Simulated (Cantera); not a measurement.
An adiabatic, constant-volume homogeneous reactor starts with 13.4 % CH4, 10.5 % CO, 16.0 % O2, 60.1 % N2, equivalence ratio 2.0, at 1400 K and 0.987 atm.

Detailed kinetics in Cantera: GRI-Mech 3.0 (53 species, 325 reactions).

**Question.** Predict: time of steepest temperature rise; temperature at 2.00 s; equilibrium temperature; x(CO) at 2.00 s; x(O2) at 2.00 s; x(H2) at 2.00 s; x(H2O) at 2.00 s; x(H2O2) at 2.00 s.

**Answer.** 
| Quantity | Value |
|---|---|
| time of steepest temperature rise | 5.64 ms |
| temperature at 2.00 s | 2764 K |
| equilibrium temperature | 2764 K |
| x(CO) at 2.00 s | 0.181 (gas-phase equilibrium 0.181) |
| x(O2) at 2.00 s | 0.000257 (gas-phase equilibrium 0.000257) |
| x(H2) at 2.00 s | 0.101 (gas-phase equilibrium 0.101) |
| x(H2O) at 2.00 s | 0.127 (gas-phase equilibrium 0.127) |
| x(H2O2) at 2.00 s | 3.56e-8 (gas-phase equilibrium 3.56e-8) |
